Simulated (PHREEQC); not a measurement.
Model water analysis in mg/kgw, 25 °C, pH 6.31, pe 0.4:

```json
[
 {"constituent": "Na", "mg/kgw": "0.293"},
 {"constituent": "K", "mg/kgw": "2.87"},
 {"constituent": "Ca", "mg/kgw": "3.02"},
 {"constituent": "Mg", "mg/kgw": "0.213"},
 {"constituent": "Cl", "mg/kgw": "1.94"},
 {"constituent": "S(6) as SO4", "mg/kgw": "8.05"},
 {"constituent": "Alkalinity as HCO3", "mg/kgw": "1.15"},
 {"constituent": "Fe(2)", "mg/kgw": "0.35"},
 {"constituent": "B", "mg/kgw": "0.0121"},
 {"constituent": "Si as SiO2", "mg/kgw": "0.0693"},
 {"constituent": "Sr", "mg/kgw": "0.0789"}
]
```

Valence states are taken as typed.

Equilibrium calculation in PHREEQC: ion-association model, wateq4f.dat.

| Quantity | Result |
|---|---|
| ionic strength | 0.000425 mol/kgw |
| charge-balance error | 5.4 % |

```
species  molality  activity   log γ
-------  --------  --------  ------
SO4-2     8.25e-5   7.51e-5  -0.041
Ca+2      7.43e-5   6.77e-5  -0.041
K+        7.34e-5   7.16e-5  -0.010
Cl-       5.47e-5   5.34e-5  -0.010
CO2       2.07e-5   2.07e-5   0.000
HCO3-     1.93e-5   1.88e-5  -0.010
Na+       1.27e-5   1.24e-5  -0.010
Mg+2      8.62e-6   7.85e-6  -0.040
Fe+2      6.18e-6   5.63e-6  -0.040
H4SiO4    1.15e-6   1.15e-6   0.000
```

This is a speciation only: nothing precipitates in the calculation.
